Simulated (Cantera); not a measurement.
**Pyrogenic steam for wet oxidation**

A perfectly stirred reactor is fed with H2 : O2 : N2 = 1.9 : 1 : 12 (molar parts), equivalence ratio 0.95, at 37000 Pa; it is held at 1123 K, and followed from long to short residence time.

Cantera simulation using GRI-Mech 3.0 (53 species, 325 reactions); the numbers are that mechanism's predictions, not measurements. The temperature is held fixed by assumption; the heat of reaction is taken as removed at once.

| τ (s) | x H2 | x O2 | x H | x H2O2 | x O |
|---|---|---|---|---|---|
| 18 | 0.000119 | 0.00363 | 5.62e-6 | 1.72e-7 | 3.26e-6 |
| 4.3 | 0.000296 | 0.00371 | 2.28e-5 | 3.15e-7 | 8.95e-6 |
| 1.0 | 0.000729 | 0.00393 | 9.09e-5 | 4.79e-7 | 2.44e-5 |
| 0.24 | 0.00167 | 0.00442 | 0.000326 | 5.82e-7 | 6.32e-5 |
| 0.058 | 0.00353 | 0.00545 | 0.00104 | 6.10e-7 | 0.000157 |
| 0.014 | 0.00689 | 0.00744 | 0.00292 | 6.14e-7 | 0.000377 |
| 0.0033 | 0.0128 | 0.0112 | 0.00730 | 6.32e-7 | 0.000868 |
| 0.00079 | 0.0231 | 0.0177 | 0.0155 | 6.73e-7 | 0.00179 |
| 0.00019 | 0.0423 | 0.0291 | 0.0253 | 7.04e-7 | 0.00293 |
x: mole fraction; the columns are a selection and need not sum to one.
